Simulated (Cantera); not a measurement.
## Hydrocarbon pyrolysis for carbon deposition

An isothermal, constant-pressure homogeneous reactor starts with 47.6 % C2H6, 52.4 % N2, at 2000 K and 13300 Pa.

Cantera simulation using GRI-Mech 3.0 (53 species, 325 reactions); the numbers are that mechanism's predictions, not measurements. GRI-Mech 3.0 stops at C3 and has no aromatics, soot or wall deposition, so with more carbon than oxygen in the feed, carbon stays in small species such as C2H2 where larger ones or solid carbon would form.

```
t (s)     x C2H6     x HCN     x CH3     x CH4    x C2H      x H
-------  -------  --------  --------  --------  -------  -------
0.00100  4.06e-5   6.77e-6   0.00471    0.0572  1.82e-5  0.00183
0.00314  9.68e-6   8.96e-6   0.00239    0.0258  2.10e-5  0.00219
0.00988  1.04e-6   1.38e-5  0.000833   0.00748  2.56e-5  0.00271
0.0311   7.27e-8   2.16e-5  0.000228   0.00183  2.87e-5  0.00306
0.0977   7.99e-9   3.06e-5   7.20e-5  0.000568  2.92e-5  0.00312
0.307    3.50e-9   4.38e-5   4.35e-5  0.000343  2.93e-5  0.00312
0.965    3.39e-9   8.02e-5   4.25e-5  0.000335  2.93e-5  0.00312
3.04     3.39e-9  0.000194   4.25e-5  0.000335  2.93e-5  0.00312
9.54     3.39e-9  0.000548   4.25e-5  0.000335  2.92e-5  0.00312
30.0     3.39e-9   0.00162   4.25e-5  0.000335  2.92e-5  0.00312
```
x: mole fraction; the columns are a selection and need not sum to one.

Equilibrium at this temperature and pressure: C2H6 2.52e-9, HCN 0.130, CH3 3.67e-5, CH4 0.000290, C2H 2.14e-5, H 0.00312 (gas phase only).
